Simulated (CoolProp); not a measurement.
Properties of methane along the isotherm -65.85 °C.

The numbers come from the reference Helmholtz-energy equation of state, Setzmann 1991 in CoolProp.

| p (MPa) | phase | Z | cp (kJ/(kg K)) | cv (kJ/(kg K)) | viscosity (µPa s) |
|---|---|---|---|---|---|
| 0.719 | gas | 0.9583 | 2.214 | 1.600 | 8.19 |
| 1.44 | gas | 0.9142 | 2.369 | 1.630 | 8.32 |
| 2.16 | gas | 0.8672 | 2.572 | 1.664 | 8.50 |
| 2.87 | gas | 0.8174 | 2.844 | 1.703 | 8.75 |
| 3.59 | gas | 0.7624 | 3.238 | 1.749 | 9.12 |
| 4.31 | gas | 0.7016 | 3.842 | 1.803 | 9.65 |
| 5.03 | supercritical | 0.6330 | 4.862 | 1.870 | 10.4 |
| 5.75 | supercritical | 0.5540 | 6.771 | 1.953 | 11.7 |
| 6.47 | supercritical | 0.4666 | 10.06 | 2.037 | 13.8 |
| 7.19 | supercritical | 0.3974 | 11.21 | 2.043 | 16.9 |
| 7.9 | supercritical | 0.3718 | 9.158 | 1.983 | 19.7 |
| 8.62 | supercritical | 0.3696 | 7.562 | 1.938 | 21.9 |
| 9.34 | supercritical | 0.3769 | 6.590 | 1.910 | 23.7 |
| 10.1 | supercritical | 0.3892 | 5.932 | 1.890 | 25.3 |
| 10.8 | supercritical | 0.4028 | 5.515 | 1.878 | 26.6 |
| 11.5 | supercritical | 0.4176 | 5.206 | 1.869 | 27.8 |

The peak of cp marks the crossing from liquid-like to gas-like fluid above the critical point.

Viscosity comes from a separate model (Quiñones-Cisneros 2006).
